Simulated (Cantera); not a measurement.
A Cantera script and what it prints.

```python
import numpy as np
import cantera as ct

gas_names = """
    H HO2 H2 H2O H2O2 H2S H2SO4 Mg MgH MgO MgOH MgO2H2 MgS Mg2 O OH O2 O3 S SH SO SO2 SO3 S2 S2O S8
""".split()
cond_names = """
    H2O(s) H2O(L) H2SO4(L) Mg(cr) Mg(L) MgO(s) MgO(L) MgO2H2(s) MgS(s) MgSO4(s) MgSO4(L) S(cr1) S(cr2)
    S(L)
""".split()


# ... load() reads the species with a 1 bar reference pressure and builds the phases ...
atoms = {
    'MgO': {'Mg': 1, 'O': 1},
    'H2S': {'H': 2, 'S': 1},
    'H2O': {'H': 2, 'O': 1},
    'SO2': {'S': 1, 'O': 2},
}
top_T = {'MgS(s)': 2250}  # K; cautious upper limits of use, not melting points


# ... equilibrate(T, P, feed) seeds the gas with the atoms and calls Mixture.equilibrate('TP', solver="vcs", rtol=1e-11, max_steps=5000) ...
results = []
feed = {'MgO': 1, 'H2S': 0.16, 'H2O': 1.7, 'SO2': 1.5}  # mol
P = 11000  # Pa
for T in [600, 700, 800, 900, 1000, 1100, 1200, 1300, 1400, 1500, 1600, 1700, 1800, 1900]:
    mix = equilibrate(T, P, feed)
    results.append((T, P, feed, dict(zip(mix.species_names, mix.species_moles))))

top = {s: max(r[3][s] / sum(r[3][g] for g in gas_names) for r in results) for s in gas_names}
cols = sorted((s for s in top if top[s] > 1e-06), key=lambda s: -top[s])[:5]
seen = [c for c in cond_names if any(r[3].get(c, 0) > 1e-12 for r in results)]
print("log10 of partial pressures in bar; condensed amounts in mol")
print(f"{'T/K':>10s}" + "".join(f"{s[:9]:>10s}" for s in cols + seen))
for T, P, feed, n in results:
    ng = sum(n[g] for g in gas_names)
    print(f"{T:10.4g}" + "".join(f"{np.log10(max(n[s] / ng * P / 1e5, 1e-99)):10.3f}" for s in cols)
          + "".join(f"{n.get(c, 0):10.4g}" for c in seen))
```

Result:

```
log10 of partial pressures in bar; condensed amounts in mol
       T/K       H2O       SO2       H2S        H2        S2    MgO(s)  MgSO4(s)
       600    -1.042    -2.619    -1.859    -5.377    -3.414         0         1
       700    -1.104    -2.036    -1.752    -4.680    -2.403   0.05823    0.9418
       800    -1.235    -1.326    -2.658    -4.625    -2.669         1         0
       900    -1.232    -1.329    -2.774    -4.127    -2.601         1         0
      1000    -1.230    -1.330    -2.877    -3.728    -2.563         1         0
      1100    -1.230    -1.331    -2.969    -3.403    -2.542         1         0
      1200    -1.232    -1.331    -3.054    -3.135    -2.535         1         0
      1300    -1.235    -1.330    -3.135    -2.910    -2.540         1         0
      1400    -1.241    -1.329    -3.215    -2.722    -2.557         1         0
      1500    -1.247    -1.328    -3.299    -2.565    -2.589         1         0
      1600    -1.256    -1.326    -3.390    -2.434    -2.637         1         0
      1700    -1.265    -1.326    -3.492    -2.327    -2.707         1         0
      1800    -1.275    -1.326    -3.609    -2.241    -2.804         1         0
      1900    -1.285    -1.327    -3.748    -2.176    -2.937         1         0
```

Equilibrium computed with Cantera from the NASA thermochemical tables; the gas is ideal and each condensed phase is pure. Gases not in the tables: S3 to S7.
